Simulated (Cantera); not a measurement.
# Gas-phase reforming

An isothermal, constant-pressure homogeneous reactor starts with 71.4 % CH4, 28.6 % CO2, at 2000 K and 7130 Torr.

Computed with Cantera and GRI-Mech 3.0 (53 species, 325 reactions). GRI-Mech 3.0 stops at C3 and has no aromatics, soot or wall deposition, so with more carbon than oxygen in the feed, carbon stays in small species such as C2H2 where larger ones or solid carbon would form.

| t (s) | x CH4 | x CO2 | x H | x CH2 | x CO | x OH | x O |
|---|---|---|---|---|---|---|---|
| 4.00e-6 | 0.647 | 0.279 | 6.75e-5 | 6.05e-6 | 0.000911 | 7.37e-7 | 3.65e-10 |
| 1.88e-5 | 0.421 | 0.236 | 0.000195 | 4.49e-6 | 0.0102 | 2.30e-6 | 8.13e-10 |
| 8.85e-5 | 0.188 | 0.148 | 0.000297 | 2.21e-6 | 0.0547 | 5.17e-6 | 1.06e-9 |
| 0.000417 | 0.0577 | 0.0344 | 0.000347 | 1.48e-6 | 0.154 | 1.02e-5 | 1.69e-9 |
| 0.00196 | 0.0291 | 0.00931 | 0.000379 | 8.93e-7 | 0.209 | 7.48e-6 | 1.33e-9 |
| 0.00922 | 0.0230 | 0.00310 | 0.000399 | 4.00e-7 | 0.267 | 2.06e-6 | 4.37e-10 |
| 0.0434 | 0.0202 | 6.42e-5 | 0.000407 | 2.50e-7 | 0.292 | 4.02e-8 | 9.49e-12 |
| 0.204 | 0.0202 | 1.40e-6 | 0.000407 | 2.47e-7 | 0.292 | 8.88e-10 | <1e-12 |
| 0.960 | 0.0202 | 1.40e-6 | 0.000407 | 2.47e-7 | 0.292 | 8.88e-10 | <1e-12 |
| 4.52 | 0.0202 | 1.40e-6 | 0.000407 | 2.47e-7 | 0.292 | 8.88e-10 | <1e-12 |
| 21.3 | 0.0202 | 1.40e-6 | 0.000407 | 2.47e-7 | 0.292 | 8.88e-10 | <1e-12 |
| 100 | 0.0202 | 1.40e-6 | 0.000407 | 2.47e-7 | 0.292 | 8.88e-10 | <1e-12 |
x: mole fraction; the columns are a selection and need not sum to one.

Equilibrium at this temperature and pressure: CH4 0.0202, CO2 1.41e-6, H 0.000407, CH2 2.47e-7, CO 0.292, OH 8.96e-10, O <1e-12 (gas phase only).
